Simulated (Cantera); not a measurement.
An isothermal, constant-pressure homogeneous reactor starts with 3.30 % H2, 91.7 % O2, 4.95 % H2O, equivalence ratio 0.018, at 1373 K and 0.00395 atm.

Cantera simulation using the H2/O2 subset of GRI-Mech 3.0, which has no nitrogen chemistry; the numbers are that mechanism's predictions, not measurements. Radical loss at walls, strong at low pressure, is not modelled.

x: mole fraction; the columns are a selection and need not sum to one.

```json
[
 {"t (s)": "0.000300", "x H2": "0.0330", "x O2": "0.917", "x H": "2.07e-8", "x H2O": "0.0495", "x OH": "?"},
 {"t (s)": "0.00133", "x H2": "0.0330", "x O2": "0.917", "x H": "3.35e-7", "x H2O": "0.0495", "x OH": "?"},
 {"t (s)": "0.00591", "x H2": "0.00850", "x O2": "0.897", "x H": "0.00398", "x H2O": "0.0685", "x OH": "?"},
 {"t (s)": "0.0262", "x H2": "0.000927", "x O2": "0.890", "x H": "0.00388", "x H2O": "0.0769", "x OH": "0.00576"},
 {"t (s)": "0.116", "x H2": "0.000811", "x O2": "0.894", "x H": "0.00314", "x H2O": "0.0777", "x OH": "0.00539"},
 {"t (s)": "0.516", "x H2": "0.000477", "x O2": "0.903", "x H": "0.00138", "x H2O": "0.0800", "x OH": "?"},
 {"t (s)": "2.29", "x H2": "0.000104", "x O2": "0.913", "x H": "0.000138", "x H2O": "0.0826", "x OH": "?"},
 {"t (s)": "10.2", "x H2": "1.01e-5", "x O2": "0.916", "x H": "4.14e-6", "x H2O": "0.0836", "x OH": "?"},
 {"t (s)": "45.1", "x H2": "1.13e-6", "x O2": "0.916", "x H": "1.54e-7", "x H2O": "0.0838", "x OH": "?"},
 {"t (s)": "200", "x H2": "4.20e-7", "x O2": "0.916", "x H": "3.49e-8", "x H2O": "0.0839", "x OH": "?"}
]
```

Problem. What belongs in the gaps?

Solution. 
- 0.000300, x OH: 3.64e-8
- 0.00133, x OH: 9.34e-7
- 0.00591, x OH: 0.00725
- 0.516, x OH: 0.00416
- 2.29, x OH: 0.00196
- 10.2, x OH: 0.000611
- 45.1, x OH: 0.000204
- 200, x OH: 0.000124
